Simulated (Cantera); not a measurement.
Input: 1 mol CH3SiH3, 1300 mol H2, 1.3 mol CH4, equilibrated at 2200 K and 2.20 mbar.

Cantera equilibrium calculation (NASA polynomials, part measured and part estimated; ideal gas, pure solids and liquids). Candidate condensed phases: C, C6H6, C7H8, C8H18, Si, SiC; 87 gas species. The feed counts by its element totals alone. Equilibrium is a limit: real reactors are often held back by kinetics, nucleation or transport.

Base state: H2 0.885, H 0.113, C2H2 (acetylene) 0.000801, Si 0.000683, SiC2 2.32e-5, SiH 1.33e-5 (mole fractions); condensed: gas only.

What changes in the equilibrium state with this change: temperature from 2200 K to 2373.15 K?


```
species             before     after
----------------  --------  --------
H2                   0.885     0.742
H                    0.113     0.257
C2H2 (acetylene)  0.000801  0.000728
Si                0.000683  0.000640
C2H                3.54e-6   1.36e-5
SiH                1.33e-5   8.37e-6
SiC2               2.32e-5   1.80e-5
```
